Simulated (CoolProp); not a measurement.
Cyclohexane at 298.15 K and 0.00563 MPa is throttled through a valve to 0.00391 MPa with no heat exchange. Each further row changes one setting.

Model: reference Helmholtz-energy equation of state, Zhou 2014, in CoolProp.

| case | temperature change (K) | final density (kg/m³) |
|---|---|---|
| as stated | -0.1 | 0.133 |
| outlet pressure 0.00117 MPa | -0.2 | 0.0398 |
| outlet pressure 0.00508 MPa | -0.0 | 0.173 |
